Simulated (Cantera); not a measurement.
Feed: 1 mol HCl, 0.039 mol H2O, 0.85 mol O2, equilibrated at 2250 K and 1000 Pa.

These are equilibrium values from Cantera (NASA tables, ideal gas, pure condensed phases), not measurements of a reactor. Candidate condensed phases: H2O; 14 gas species. Kinetics and transport are ignored.

Base state: O2 0.340, HCl 0.249, Cl 0.237, H2O 0.121, OH 0.0238, O 0.0215, H 0.00420, H2 0.00320 (mole fractions); condensed: gas only.

**Question.** What changes in the equilibrium state with this change: temperature from 2250 K to 823.15 K?

**Answer.** 
```json
[
 {"species": "O2", "before": "0.340", "after": "0.422"},
 {"species": "HCl", "before": "0.249", "after": "0.353"},
 {"species": "H2O", "before": "0.121", "after": "0.123"},
 {"species": "Cl", "before": "0.237", "after": "5.03e-5"},
 {"species": "Cl2", "before": "0.000188", "after": "0.102"},
 {"species": "O", "before": "0.0215", "after": "<1e-9"},
 {"species": "OH", "before": "0.0238", "after": "7.24e-9"},
 {"species": "H", "before": "0.00420", "after": "<1e-9"},
 {"species": "H2", "before": "0.00320", "after": "<1e-9"},
 {"species": "ClO", "before": "0.000176", "after": "3.62e-7"}
]
```
